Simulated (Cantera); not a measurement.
An isothermal, constant-pressure homogeneous reactor starts with CH4 : H2 : CO2 = 0.014 : 1 : 0.0063 (molar parts), at 1298 K and 90.0 Torr. Integrator tolerance rtol = 1e-08.

Computed with Cantera and GRI-Mech 3.0 (53 species, 325 reactions). GRI-Mech 3.0 stops at C3 and has no aromatics, soot or wall deposition, so with more carbon than oxygen in the feed, carbon stays in small species such as C2H2 where larger ones or solid carbon would form.

What does this change do: temperature 1298 to 2873 K?


```tsv
quantity	before	after
x(CH4) at 7.00 s	0.0137 (gas-phase equilibrium 0.00736)	1.75e-6 (gas-phase equilibrium 1.78e-6)
x(H2) at 7.00 s	0.979 (gas-phase equilibrium 0.980)	0.726 (gas-phase equilibrium 0.726)
x(CO2) at 7.00 s	0.00529 (gas-phase equilibrium 1.15e-8)	6.36e-11 (gas-phase equilibrium 6.45e-11)
x(C2H) at 7.00 s	<1e-12 (gas-phase equilibrium <1e-12)	0.000154 (gas-phase equilibrium 0.000154)
x(HO2) at 7.00 s	<1e-12 (gas-phase equilibrium <1e-12)	<1e-12 (gas-phase equilibrium <1e-12)
x(C2H2) at 7.00 s	4.18e-6 (gas-phase equilibrium 3.60e-5)	0.00303 (gas-phase equilibrium 0.00303)
x(H2O) at 7.00 s	0.000883 (gas-phase equilibrium 1.62e-6)	3.12e-8 (gas-phase equilibrium 3.17e-8)
```

What does this change do: temperature 1298 to 2350 K?


| quantity | before | after |
|---|---|---|
| x(CH4) at 7.00 s | 0.0137 (gas-phase equilibrium 0.00736) | 1.73e-5 (gas-phase equilibrium 1.74e-5) |
| x(H2) at 7.00 s | 0.979 (gas-phase equilibrium 0.980) | 0.949 (gas-phase equilibrium 0.949) |
| x(CO2) at 7.00 s | 0.00529 (gas-phase equilibrium 1.15e-8) | 1.26e-10 (gas-phase equilibrium 1.27e-10) |
| x(C2H) at 7.00 s | <1e-12 (gas-phase equilibrium <1e-12) | 6.86e-6 (gas-phase equilibrium 6.86e-6) |
| x(HO2) at 7.00 s | <1e-12 (gas-phase equilibrium <1e-12) | <1e-12 (gas-phase equilibrium <1e-12) |
| x(C2H2) at 7.00 s | 4.18e-6 (gas-phase equilibrium 3.60e-5) | 0.00361 (gas-phase equilibrium 0.00361) |
| x(H2O) at 7.00 s | 0.000883 (gas-phase equilibrium 1.62e-6) | 5.78e-8 (gas-phase equilibrium 5.83e-8) |
